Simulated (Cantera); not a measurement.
A closed system holds: 1 mol SiH2Cl2, 0.022 mol HCl, 1.8 mol H2, 0.097 mol C2H4, at 2325 K and 150 Torr.

Equilibrium computed with Cantera from the NASA thermochemical tables; the gas is ideal and each condensed phase is pure. Candidate condensed phases: C, C6H6, C7H8, C8H18, Si, SiC; 109 gas species. Mutual solubility and eutectic melting of coexisting phases are not modelled. The tables' values for SiCl, SiCl3 are old estimates; treat these amounts as uncertain. Gases not in the tables: Si2H6 and higher silanes. Equilibrium is a limit: real reactors are often held back by kinetics, nucleation or transport.

Base state: H2 0.614, HCl 0.217, SiCl2 0.131, H 0.0193, Si 0.00580, SiCl 0.00553, Cl 0.00488, SiCl3 0.00140 (mole fractions); condensed: Si(l) + SiC(s).

Problem. What changes in the equilibrium state with this change: temperature from 2325 K to 2475 K?

Solution. 
```csv
species,before,after
H2,0.614,0.580
HCl,0.217,0.214
SiCl2,0.131,0.119
H,0.0193,0.0383
Si,0.00580,0.0197
SiCl,0.00553,0.0115
Cl,0.00488,0.0100
SiC2,2.06e-5,0.000242
Si2C,0.000509,0.00263
Si2,0.000117,0.000505
"Si(l), mol",0.210,0.142
"SiC(s), mol",0.191,0.178
```

Problem. What changes in the equilibrium state with this change: temperature from 2325 K to 2623 K?

Solution. 
```tsv
species	before	after
H2	0.614	0.518
HCl	0.217	0.210
SiCl2	0.131	0.0974
H	0.0193	0.0678
Si	0.00580	0.0487
Cl	0.00488	0.0192
SiCl	0.00553	0.0190
C2H	1.07e-7	1.51e-5
SiC2	2.06e-5	0.00241
SiC	1.57e-7	1.49e-5
Si2C	0.000509	0.00940
Si(l), mol	0.210	0
SiC(s), mol	0.191	0.118
```
